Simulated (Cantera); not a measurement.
What does this Cantera script print?

```python
import numpy as np
import cantera as ct

gas_names = [...]  # 151 gases of nasa_gas.yaml made of C, H, N, O, Si
cond_names = """
    C(gr) C6H6(L) C7H8(L) C8H18(L),n-octa H2O(s) H2O(L) Si(cr) Si(L) SiC(b) SiO2(Lqz) SiO2(hqz) SiO2(L)
    Si2N2O(s) Si3N4(a)
""".split()


# ... load() reads the species with a 1 bar reference pressure and builds the phases ...
atoms = {
    'HMDSO': {'Si': 2, 'C': 6, 'H': 18, 'O': 1},
    'O2': {'O': 2},
    'N2': {'N': 2},
}
top_T = {'C(gr)': 4500, 'SiC(b)': 3050, 'Si2N2O(s)': 2100, 'Si3N4(a)': 2400}  # K; cautious upper limits of use, not melting points


# ... equilibrate(T, P, feed) seeds the gas with the atoms and calls Mixture.equilibrate('TP', solver="vcs", rtol=1e-11, max_steps=5000) ...
results = []
feed = {'HMDSO': 1, 'O2': 0.64, 'N2': 91}  # mol
T = 1575  # K
P = 26  # Pa
mix = equilibrate(T, P, feed)
results.append((T, P, feed, dict(zip(mix.species_names, mix.species_moles))))
print(gas.report(threshold=1e-06))
for i in range(1, mix.n_phases):
    print(f"{mix.phase(i).name:16s} {mix.phase_moles(i):12.5e} mol")
```

It prints:

```
       temperature   1575 K
          pressure   26 Pa
           density   5.1073e-05 kg/m^3
  mean mol. weight   25.723 kg/kmol
   phase of matter   gas

                          1 kg             1 kmol
                     ---------------   ---------------
          enthalpy        1.4996e+06        3.8575e+07  J
   internal energy        9.9051e+05        2.5479e+07  J
           entropy             12059         3.102e+05  J/K
    Gibbs function       -1.7493e+07       -4.4999e+08  J
 heat capacity c_p            1352.9             34802  J/K
 heat capacity c_v            1029.7             26487  J/K

                      mass frac. Y      mole frac. X     chem. pot. / RT
                     ---------------   ---------------   ---------------
                CO            0.0242          0.022224           -47.419
    C2H2,acetylene        1.8651e-06        1.8425e-06           -34.002
                 H        2.9845e-05        0.00076162           -14.719
               HCN        0.00051205        0.00048738           -34.269
               HNC        1.0897e-05        1.0372e-05           -34.269
                H2         0.0068441          0.087328           -29.439
                N2            0.9683           0.88912           -34.536
                Si        2.3223e-06         2.127e-06           -9.3498
               SiO        0.00010064        5.8724e-05           -54.487
     [ +142 minor]        1.6403e-07        1.1469e-07

C(gr)             1.68093e+00 mol
Si(cr)            0.00000e+00 mol
SiC(b)            1.99377e+00 mol
SiO2(hqz)         0.00000e+00 mol
Si2N2O(s)         0.00000e+00 mol
Si3N4(a)          0.00000e+00 mol
```

These are equilibrium values from Cantera (NASA tables, ideal gas, pure condensed phases), not measurements of a reactor. The feed counts by its element totals alone.
